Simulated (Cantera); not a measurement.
Charge: 1 mol (CH3)2SiCl2, 2.7 mol HCl, 46 mol H2, at 2100 K and 6.00 mbar.

These are equilibrium values from Cantera (NASA tables, ideal gas, pure condensed phases), not measurements of a reactor. Candidate condensed phases: C, C6H6, C7H8, C8H18, Si, SiC; 109 gas species. The feed counts by its element totals alone. The tables' values for SiCl are old estimates; treat these amounts as uncertain. Gases not in the tables: Si2H6 and higher silanes. Kinetics and transport are ignored.

Base state: H2 0.873, HCl 0.0818, H 0.0376, Cl 0.00259, Si 0.00173, SiCl2 0.00128, C2H2 (acetylene) 0.00126, SiCl 0.000221 (mole fractions); condensed: C(graphite) + SiC(s).

Question: What changes in the equilibrium state with this change: HCl from 2.7 to 0.67 mol?

Answer: 
```csv
species,before,after
H2,0.873,0.907
HCl,0.0818,0.0490
H,0.0376,0.0383
Cl,0.00259,0.00152
Si,0.00173,0.00173
SiCl2,0.00128,0.000442
SiCl,0.000221,0.000130
"C(graphite), mol",1.04,0.985
"SiC(s), mol",0.807,0.863
```
